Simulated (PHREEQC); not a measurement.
A solution holds 0.014 mol NiSO4, 0.037 mol ZnCl2 and 0.0049 mol NaCl per kg of water, at 85 °C. Closed to the air; pH follows from the charge balance.

All values are PHREEQC results (ion-association model, wateq4f.dat), not measurements.

Task: The ionic strength comes out as 0.118 mol/kgw. What activity coefficients do NiOH+, Zn(SO4)2-2, Ni+2, Cl-, ZnCl4-2 get?

Result: NiOH+ 0.75, Zn(SO4)2-2 0.31, Ni+2 0.31, Cl- 0.73, ZnCl4-2 0.31.

This is a speciation only: nothing precipitates in the calculation. At this temperature some constants are extrapolated from 25 °C, and those without enthalpy data are left unchanged.
